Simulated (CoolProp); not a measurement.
Nitrous oxide along the isobar 104 bar: density (kg/m³) from the reference equation and from simpler models built on Tc = 309.5 K, pc = 72.45 bar, ω = 0.161; each cubic takes its own stable root.

Values from CoolProp's reference Helmholtz-energy equation of state, Lemmon 2006. It is a short technical equation, of lower accuracy than the large ones.

| T (K) | phase | reference |
|---|---|---|
| 215.2 | liquid | 1156 |
| 237.1 | liquid | 1087 |
| 259 | liquid | 1010 |
| 280.9 | liquid | 918.3 |
| 302.8 | liquid | 796.4 |
| 324.7 | supercritical | 538.8 |
| 346.6 | supercritical | 281.5 |
| 368.6 | supercritical | 217.9 |
| 390.5 | supercritical | 185.7 |
| 412.4 | supercritical | 164.7 |
| 434.3 | supercritical | 149.3 |
| 456.2 | supercritical | 137.4 |
| 478.1 | supercritical | 127.7 |
| 500 | supercritical | 119.6 |

### Question
How far does each simpler model (van der Waals, Redlich-Kwong, Soave-Redlich-Kwong, Peng-Robinson) lie from the reference over these 14 states: mean and median of the absolute difference, and the worst?

### Answer
- van der Waals: mean 16.6 %, median 8.5 %, worst -35.8 % at 215.2 K and 104 bar
- Redlich-Kwong: mean 5.5 %, median 1.8 %, worst -14.2 % at 302.8 K and 104 bar
- Soave-Redlich-Kwong: mean 5.9 %, median 4.1 %, worst -15.0 % at 324.7 K and 104 bar
- Peng-Robinson: mean 2.5 %, median 1.3 %, worst -8.4 % at 324.7 K and 104 bar
